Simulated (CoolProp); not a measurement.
A single-stage vapour-compression cycle with the fluid: evaporating at 249.15 K (dew point), condensing at 293.15 K (bubble point), superheat 8 K, subcooling 0 K, compressor efficiency 0.65, no pressure losses. The same conditions are run with several fluids, on thermodynamics alone (safety and materials aside).

Model: reference Helmholtz-energy equation of state of each fluid (R507A: Lemmon 2003; R407C: Lemmon 2003; n-butane: Bücker 2006; isobutane: Bücker 2006; R245fa: Akasaka 2015; dimethyl ether: Wu 2011), in CoolProp. Blends and air are pseudo-pure fits.

```tsv
fluid	cooling COP	pressure ratio	discharge temperature (K)	refrigerating effect (kJ/kg)	volumetric capacity (kJ/m³)
R507A	___	4.15	321.0	128	1730
R407C	2.54	5.73	348.4	174	___
n-butane	___	5.52	321.3	316	330
isobutane	3.08	4.95	318.9	287	490
R245fa	3.12	7.85	322.9	167	166
dimethyl ether	3.12	4.86	344.6	___	872
```

What belongs in the gaps?


- R507A, cooling COP: 2.83
- R407C, volumetric capacity (kJ/m³): 1340
- n-butane, cooling COP: 3.13
- dimethyl ether, refrigerating effect (kJ/kg): 373
